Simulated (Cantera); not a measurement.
What does this Cantera script print?

```python
import numpy as np
import cantera as ct

gas_names = """
    H HO2 H2 H2O H2O2 O OH O2 O3 Pb PbO Pb2
""".split()
cond_names = """
    H2O(s) H2O(L) Pb(cr) Pb(L) PbO(rd) PbO(yw) PbO(L) PbO2(s) Pb3O4(s)
""".split()


# ... load() reads the species with a 1 bar reference pressure and builds the phases ...
atoms = {
    'PbO': {'Pb': 1, 'O': 1},
    'H2': {'H': 2},
    'H2O': {'H': 2, 'O': 1},
}
top_T = {'Pb3O4(s)': 820}  # K; cautious upper limits of use, not melting points


# ... equilibrate(T, P, feed) seeds the gas with the atoms and calls Mixture.equilibrate('TP', solver="vcs", rtol=1e-11, max_steps=5000) ...
results = []
T = 850  # K
P = 1000  # Pa
for m in [0.69, 1.5, 3, 6.4, 13, 28, 58, 120, 260, 540, 1100]:
    feed = {'PbO': 1, 'H2': m, 'H2O': 0.25}  # mol
    mix = equilibrate(T, P, feed)
    results.append((T, P, feed, dict(zip(mix.species_names, mix.species_moles))))

top = {s: max(r[3][s] / sum(r[3][g] for g in gas_names) for r in results) for s in gas_names}
cols = sorted((s for s in top if top[s] > 1e-05), key=lambda s: -top[s])[:7]
seen = [c for c in cond_names if any(r[3].get(c, 0) > 1e-12 for r in results)]
print("log10 of partial pressures in bar; condensed amounts in mol")
print(f"{'n(H2)':>10s}" + "".join(f"{s[:9]:>10s}" for s in cols + seen))
for T, P, feed, n in results:
    ng = sum(n[g] for g in gas_names)
    print(f"{feed['H2']:10.4g}" + "".join(f"{np.log10(max(n[s] / ng * P / 1e5, 1e-99)):10.3f}" for s in cols)
          + "".join(f"{n.get(c, 0):10.4g}" for c in seen))
```

Result:

```
log10 of partial pressures in bar; condensed amounts in mol
     n(H2)       H2O        H2        Pb     Pb(L)   PbO(yw)
      0.69    -2.000    -6.096    -6.497    0.6899    0.3101
       1.5    -2.146    -2.544    -6.497    0.9999         0
         3    -2.415    -2.211    -6.497    0.9999         0
       6.4    -2.726    -2.090    -6.497    0.9998         0
        13    -3.025    -2.043    -6.497    0.9996         0
        28    -3.354    -2.020    -6.497    0.9991         0
        58    -3.668    -2.009    -6.497    0.9981         0
       120    -3.983    -2.005    -6.497    0.9962         0
       260    -4.318    -2.002    -6.497    0.9917         0
       540    -4.636    -2.001    -6.497    0.9828         0
      1100    -4.945    -2.001    -6.497     0.965         0
```

Method: chemical equilibrium by Gibbs-energy minimisation in Cantera with the NASA 1993 tables (ideal gas, pure condensed phases).
